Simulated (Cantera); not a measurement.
An adiabatic, constant-volume homogeneous reactor starts with CH3OH : O2 : N2 = 1 : 3 : 22.5 (molar parts), equivalence ratio 0.50, at 1725 K and 608 Torr. Integrator tolerance rtol = 1e-08.

Computed with Cantera and GRI-Mech 3.0 (53 species, 325 reactions). GRI-Mech 3.0 was tuned for natural gas; its chemistry of methanol as a main component is partial and can be far from experiment.

```
quantity                                                              before                                      after
---------------------------------  -----------------------------------------  -----------------------------------------
time of steepest temperature rise                                    78.2 µs                                   0.226 ms
temperature at 3.00 s                                                 2438 K                                     2338 K
equilibrium temperature                                               2438 K                                     2338 K
x(CH3OH) at 3.00 s                     <1e-12 (gas-phase equilibrium <1e-12)      <1e-12 (gas-phase equilibrium <1e-12)
x(O2) at 3.00 s                        0.0499 (gas-phase equilibrium 0.0499)      0.0507 (gas-phase equilibrium 0.0507)
x(CH2O) at 3.00 s                  2.13e-12 (gas-phase equilibrium 2.13e-12)      <1e-12 (gas-phase equilibrium <1e-12)
x(HCO) at 3.00 s                   4.14e-10 (gas-phase equilibrium 4.14e-10)  1.34e-10 (gas-phase equilibrium 1.34e-10)
x(CO) at 3.00 s                      0.00363 (gas-phase equilibrium 0.00363)    0.00206 (gas-phase equilibrium 0.00206)
x(C2H2) at 3.00 s                      <1e-12 (gas-phase equilibrium <1e-12)      <1e-12 (gas-phase equilibrium <1e-12)
```

**Question.** What was changed between the two runs?
A. N2 22.5 to 14 parts
B. initial temperature 1725 to 1575 K
C. pressure from 608 Torr to 2180 Torr
D. pressure from 608 Torr to 15800 Torr

**Answer.** B, initial temperature 1725 to 1575 K
